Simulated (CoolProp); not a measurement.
Vapour-liquid equilibrium of n-pentane (1) + cyclohexane (2) at 360.8 K; x and y are mole fractions of (1).

Model: multi-fluid Helmholtz-energy mixture model, Thol 2019 and Zhou 2014; pair parameters Bell 2016, in CoolProp.

```csv
x,bubble pressure (MPa),y at the bubble point,dew pressure at overall composition x (MPa),liquid density (mol/L)
0.05,0.1424,0.165,0.1292,8.430
0.125,0.1687,0.343,0.1375,8.376
0.2,0.1940,0.470,0.1469,8.322
0.275,0.2185,0.567,0.1577,8.267
0.35,0.2423,0.644,0.1700,8.210
0.425,0.2658,0.707,0.1843,8.153
0.5,0.2889,0.761,0.2010,8.094
0.575,0.3119,0.808,0.2208,8.034
0.65,0.3348,0.849,0.2445,7.972
0.725,0.3578,0.886,0.2730,7.909
0.8,0.3810,0.920,0.3079,7.844
0.875,0.4046,0.952,0.3506,7.776
0.95,0.4286,0.981,0.4032,7.707
```

No azeotrope shows between x = 0.05 and 0.95.

Pair parameters are fitted to limited data, so mixtures are less certain than the pure fluids.
